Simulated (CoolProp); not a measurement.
Hydrogen sulfide along the isotherm -66.25 °C: Z from the reference equation and from simpler models built on Tc = 100.0 °C, pc = 8.999 MPa, ω = 0.101; each cubic takes its own stable root.

Model: reference Helmholtz-energy equation of state, Lemmon 2006, in CoolProp. It is a short technical equation, of lower accuracy than the large ones.

```tsv
p (MPa)	phase	reference	van der Waals	Redlich-Kwong	Soave-Redlich-Kwong	Peng-Robinson
4.09	liquid	0.08413	0.1281	0.08694	0.08680	0.07703
8.18	liquid	0.1677	0.2541	0.1732	0.1729	0.1536
12.3	liquid	0.2512	0.3794	0.2594	0.2591	0.2302
16.4	liquid	0.3338	0.5025	0.3447	0.3442	0.3060
20.5	liquid	0.4159	0.6244	0.4294	0.4288	0.3814
24.5	liquid	0.4955	0.7422	0.5115	0.5109	0.4546
```
